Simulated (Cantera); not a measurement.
A freely propagating, adiabatic, planar premixed flame of 3.19 % CH₄, 1.40 % C₂H₆, 1.34 % C₃H₈, 19.8 % O₂, 74.3 % N₂, equivalence ratio 0.91, unburnt at 700 K and 1280 Torr; mixture-averaged transport, grid criteria slope 0.08 and curve 0.16, no radiation.

Cantera simulation using GRI-Mech 3.0 (53 species, 325 reactions); the numbers are that mechanism's predictions, not measurements. GRI-Mech 3.0 was tuned for natural gas; its chemistry of propane as a main component is partial and can be far from experiment. Burning velocities carry a grid error of a few per cent, more on coarse grids.

x: mole fraction of selected species; z is measured from the peak of heat release.

```json
[
 {"z (mm)": "-0.539", "T (K)": "700", "u (m/s)": "1.67", "x CH₄": "0.0319", "x C₂H₆": "0.0140", "x C₃H₈": "0.0134", "x C₂H₂": "[?]", "x C₂H": "<1e-8", "x H₂": "0.000823"},
 {"z (mm)": "-0.359", "T (K)": "702", "u (m/s)": "1.68", "x CH₄": "0.0318", "x C₂H₆": "0.0140", "x C₃H₈": "0.0134", "x C₂H₂": "[?]", "x C₂H": "<1e-8", "x H₂": "0.00242"},
 {"z (mm)": "-0.270", "T (K)": "707", "u (m/s)": "1.70", "x CH₄": "0.0315", "x C₂H₆": "0.0139", "x C₃H₈": "0.0133", "x C₂H₂": "[?]", "x C₂H": "<1e-8", "x H₂": "0.00426"},
 {"z (mm)": "-0.180", "T (K)": "744", "u (m/s)": "1.79", "x CH₄": "0.0306", "x C₂H₆": "0.0137", "x C₃H₈": "0.0132", "x C₂H₂": "[?]", "x C₂H": "<1e-8", "x H₂": "0.00784"},
 {"z (mm)": "-0.0899", "T (K)": "1030", "u (m/s)": "2.53", "x CH₄": "0.0244", "x C₂H₆": "0.0106", "x C₃H₈": "0.00999", "x C₂H₂": "[?]", "x C₂H": "<1e-8", "x H₂": "0.0144"},
 {"z (mm)": "-0.0449", "T (K)": "1404", "u (m/s)": "3.52", "x CH₄": "0.0158", "x C₂H₆": "0.00490", "x C₃H₈": "0.00366", "x C₂H₂": "[?]", "x C₂H": "3.43e-8", "x H₂": "0.0180"},
 {"z (mm)": "0", "T (K)": "1784", "u (m/s)": "4.54", "x CH₄": "0.00500", "x C₂H₆": "0.000351", "x C₃H₈": "0.000116", "x C₂H₂": "[?]", "x C₂H": "1.38e-6", "x H₂": "0.0179"},
 {"z (mm)": "0.0449", "T (K)": "1953", "u (m/s)": "4.97", "x CH₄": "0.000532", "x C₂H₆": "1.64e-6", "x C₃H₈": "1.17e-7", "x C₂H₂": "[?]", "x C₂H": "9.05e-7", "x H₂": "0.0135"},
 {"z (mm)": "0.0899", "T (K)": "2007", "u (m/s)": "5.09", "x CH₄": "2.88e-5", "x C₂H₆": "<1e-8", "x C₃H₈": "<1e-8", "x C₂H₂": "[?]", "x C₂H": "5.05e-8", "x H₂": "0.0109"},
 {"z (mm)": "0.180", "T (K)": "2070", "u (m/s)": "5.22", "x CH₄": "8.58e-8", "x C₂H₆": "<1e-8", "x C₃H₈": "<1e-8", "x C₂H₂": "<1e-8", "x C₂H": "<1e-8", "x H₂": "0.0100"},
 {"z (mm)": "0.359", "T (K)": "2151", "u (m/s)": "5.39", "x CH₄": "<1e-8", "x C₂H₆": "<1e-8", "x C₃H₈": "<1e-8", "x C₂H₂": "<1e-8", "x C₂H": "<1e-8", "x H₂": "0.00918"},
 {"z (mm)": "0.719", "T (K)": "2241", "u (m/s)": "5.58", "x CH₄": "<1e-8", "x C₂H₆": "<1e-8", "x C₃H₈": "<1e-8", "x C₂H₂": "<1e-8", "x C₂H": "<1e-8", "x H₂": "0.00736"},
 {"z (mm)": "1.44", "T (K)": "2321", "u (m/s)": "5.75", "x CH₄": "<1e-8", "x C₂H₆": "<1e-8", "x C₃H₈": "<1e-8", "x C₂H₂": "<1e-8", "x C₂H": "<1e-8", "x H₂": "0.00540"}
]
```

Question: Fill in the missing entries.

Answer: 
- -0.539, x C₂H₂: 1.32e-8
- -0.359, x C₂H₂: 2.43e-7
- -0.270, x C₂H₂: 1.31e-6
- -0.180, x C₂H₂: 1.10e-5
- -0.0899, x C₂H₂: 0.000148
- -0.0449, x C₂H₂: 0.000450
- 0, x C₂H₂: 0.000686
- 0.0449, x C₂H₂: 0.000121
- 0.0899, x C₂H₂: 4.44e-6
